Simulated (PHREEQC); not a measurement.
# Buffer

Make-up at 65 °C: 0.18 mol NaHCO3, 0.00084 mol NaF and 0.035 mol LiCl per kg of water. Closed to the air; pH follows from the charge balance.

Model: ion-association model, phreeqc.dat, run in PHREEQC.

No solid was allowed to form.

### Question
Estimate the pH, density, activity of water.

### Answer
pH 7.53; density 0.992 g/cm³; activity of water 0.993.

### Question
In which forms is Na present?

### Answer
Na+ 93 %, NaHCO3 3.5 %, NaCO3- 3.0 % of the Na.

Away from 25 °C the constants follow the database's enthalpies or fits; those with neither stay at their 25 °C values.
